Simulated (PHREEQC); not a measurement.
0.054 g of hydrous ferric oxide (600 m²/g; 0.2 weak and 0.005 strong sites per Fe, Dzombak-Morel constants, diffuse double layer) in 1 kg of water with 0.001 mol/kgw of an inert sodium salt and 0.00013 mol CuSO4 and 1.2e-06 mol H3BO3, at 25 °C; the pH is set by adding NaOH or the inert anion's acid. O2 is buffered at 0.21 atm. No CO2 enters from the air. Nothing may precipitate in this run.

Computed with PHREEQC (ion-association model, wateq4f.dat).

| pH | S sorbed (%) | Cu sorbed (%) | B sorbed (%) | surface charge σ (C/m²) |
|---|---|---|---|---|
| 3 | 44.3 | 0.0 | 0.0 | 0.025 |
| 3.5 | 44.4 | 0.1 | 0.0 | 0.021 |
| 4 | ? | 0.8 | 0.0 | 0.019 |
| 4.5 | 40.0 | 2.9 | 0.0 | 0.017 |
| 5 | 34.6 | ? | 0.0 | 0.016 |
| 5.5 | 29.0 | ? | 0.0 | 0.015 |
| 6.5 | 26.1 | 57.6 | 0.0 | 0.018 |
| 7 | 23.5 | 58.1 | 0.0 | 0.019 |
| 7.5 | 15.7 | 53.3 | 0.0 | 0.016 |
| 8 | 5.3 | 46.9 | 0.0 | 0.011 |
| 8.5 | 0.8 | 43.9 | 0.0 | 0.006 |
| 9 | 0.1 | 43.1 | 0.0 | 0.003 |

### Question
What belongs in the gaps?

### Answer

- 4, S sorbed (%): 43.2
- 5, Cu sorbed (%): 10.3
- 5.5, Cu sorbed (%): 31.6

Along this series the solution becomes supersaturated in solids that the run did not let form, among them Cu(OH)2, Brochantite, Antlerite. The database's constant for dissolved Cu(OH)2 is higher than later reviews accept. The oxide is taken as insoluble; below pH 4 it would dissolve.
